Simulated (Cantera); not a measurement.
Charge: 1 mol Si, 0.59 mol F2, 10 mol H2, at 1202 °C and 1.00 Torr.

Method: chemical equilibrium by Gibbs-energy minimisation in Cantera with the NASA 1993 tables (ideal gas, pure condensed phases). Candidate condensed phases: Si; 25 gas species. The tables' values for SiF3, SiF2, SiF are old estimates; treat these amounts as uncertain. The numbers say what is thermodynamically allowed, not how fast it happens.

Base state: H2 0.959, SiF3 0.0136, SiF4 0.0115, SiF2 0.00955, HF 0.00522, SiHF3 0.000861, H 0.000348, SiH2F2 2.96e-5 (mole fractions); condensed: Si(s).

Question: What changes in the equilibrium state with this change: pressure from 1.00 Torr to 10.0 Torr?

Answer: 
```csv
species,before,after
H2,0.959,0.964
SiF4,0.0115,0.0167
SiF3,0.0136,0.0101
SiF2,0.00955,0.00364
SiF,1.69e-5,3.30e-6
SiH2F2,2.96e-5,0.000114
"Si(s), mol",0.631,0.662
```
The tables' values for SiF3, SiF2 are old estimates; treat these amounts as uncertain.
